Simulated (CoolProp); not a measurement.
Vapour-liquid equilibrium of n-heptane (1) + toluene (2) at 0.00625 MPa; x and y are mole fractions of (1).

Model: multi-fluid Helmholtz-energy mixture model, Span 2003 and Lemmon 2006; pair parameters Bell 2016, in CoolProp.

| x | bubble temperature, mixture model (°C) | bubble temperature, Raoult's law (°C) | y, mixture model | y, Raoult's law |
|---|---|---|---|---|
| 0.05 | ___ | 34.4 | ___ | 0.077 |
| 0.15 | 31.4 | 33.3 | 0.276 | 0.218 |
| 0.25 | ___ | 32.2 | ___ | 0.345 |
| 0.35 | 28.8 | 31.2 | ___ | 0.461 |
| 0.45 | 28.0 | 30.2 | ___ | 0.565 |
| 0.55 | 27.3 | 29.3 | 0.643 | 0.660 |
| 0.65 | 26.7 | 28.4 | 0.717 | 0.747 |
| 0.75 | 26.3 | 27.5 | 0.793 | 0.827 |
| 0.85 | 25.9 | 26.7 | 0.872 | 0.901 |
| 0.95 | 25.6 | 25.9 | 0.956 | 0.968 |

Q: Some entries are withheld; supply them.

A: 
- 0.05, bubble temperature, mixture model (°C): 33.6
- 0.05, y, mixture model: 0.112
- 0.25, bubble temperature, mixture model (°C): 29.9
- 0.25, y, mixture model: 0.393
- 0.35, y, mixture model: 0.487
- 0.45, y, mixture model: 0.568

The largest gap from Raoult's law is -2.4 K in bubble temperature, at x = 0.35. No azeotrope shows between x = 0.05 and 0.95.

Pair parameters are fitted to limited data, so mixtures are less certain than the pure fluids.
